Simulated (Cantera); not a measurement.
Cantera run, input and output.

```python
import numpy as np
import cantera as ct

gas = ct.Solution("gri30.yaml")


def delay(T, t_max=10):
    gas.TPX = T, 120000, {'H2': 1, 'O2': 0.746, 'N2': 3.7}
    reactor = ct.IdealGasConstPressureReactor(gas, clone=False)
    net = ct.ReactorNet([reactor])
    net.rtol, net.atol = 1e-8, 1e-16
    while net.time < t_max:
        t_old, T_old = net.time, reactor.T
        net.step()
        if reactor.T > T + 400:  # ignition: a rise of 400 K
            return t_old + (T + 400 - T_old) / (reactor.T - T_old) * (net.time - t_old)
    return np.nan


taus = []
for T in [1075, 1150, 1225, 1300, 1375, 1450, 1525, 1600]:
    taus.append(delay(T))
    print(f"T0 = {T:6g} K   tau = {taus[-1]:.4e} s")
```

It prints:

```
T0 =   1075 K   tau = 1.2036e-04 s
T0 =   1150 K   tau = 6.6788e-05 s
T0 =   1225 K   tau = 4.4664e-05 s
T0 =   1300 K   tau = 3.3362e-05 s
T0 =   1375 K   tau = 2.7119e-05 s
T0 =   1450 K   tau = 2.3661e-05 s
T0 =   1525 K   tau = 2.1919e-05 s
T0 =   1600 K   tau = 2.1329e-05 s
```

Model: GRI-Mech 3.0 (53 species, 325 reactions), integrated in Cantera. Where the delays flatten at high temperature, the 400 K rule measures the pace of heat release, not the induction time.
